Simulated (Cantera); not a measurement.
A freely propagating, adiabatic, planar premixed flame of CO : H2 : CH4 : O2 : N2 = 1 : 0.78 : 0.3 : 1.94 : 7.28 (molar parts), equivalence ratio 0.77, unburnt at 550 K and 4.10 bar; mixture-averaged transport, grid criteria slope 0.08 and curve 0.16, no radiation.

Model: GRI-Mech 3.0 (53 species, 325 reactions), integrated in Cantera. Burning velocities carry a grid error of a few per cent, more on coarse grids.

x: mole fraction of selected species; z is measured from the peak of heat release.

```
z (mm)   T (K)  u (m/s)     x CO      x H2     x CH4       x H     x CO2    x O
-------  -----  -------  -------  --------  --------  --------  --------  -----
-0.310     550     1.09   0.0886    0.0682    0.0266     <1e-8   5.48e-8  <1e-8
-0.207     551     1.08   0.0888    0.0658    0.0266     <1e-8   1.98e-6  <1e-8
-0.155     554     1.09   0.0891    0.0627    0.0267     <1e-8   1.06e-5  <1e-8
-0.103     573     1.12   0.0895    0.0553    0.0265     <1e-8  0.000127    [?]
-0.0517    763     1.47   0.0887    0.0385    0.0227   1.18e-5   0.00314    [?]
-0.0259   1104     2.12   0.0850    0.0266    0.0147  0.000373    0.0129    [?]
0         1507     2.87   0.0761    0.0149   0.00404   0.00208    0.0335    [?]
0.0259    1740     3.29   0.0589   0.00739  0.000300   0.00359    0.0574    [?]
0.0517    1863     3.50   0.0432   0.00497   1.21e-5   0.00365    0.0755    [?]
0.103     2002     3.72   0.0266   0.00393   2.69e-8   0.00266    0.0945    [?]
0.207     2126     3.91   0.0153   0.00270     <1e-8   0.00130     0.107    [?]
0.414     2211     4.05  0.00850   0.00149     <1e-8  0.000475     0.115    [?]
0.828     2257     4.12  0.00453  0.000800     <1e-8  0.000180     0.119    [?]
```

Q: Some entries are withheld; supply them.

A: 
- -0.103, x O: 3.00e-8
- -0.0517, x O: 5.53e-6
- -0.0259, x O: 0.000161
- 0, x O: 0.00158
- 0.0259, x O: 0.00415
- 0.0517, x O: 0.00491
- 0.103, x O: 0.00413
- 0.207, x O: 0.00255
- 0.414, x O: 0.00129
- 0.828, x O: 0.000673
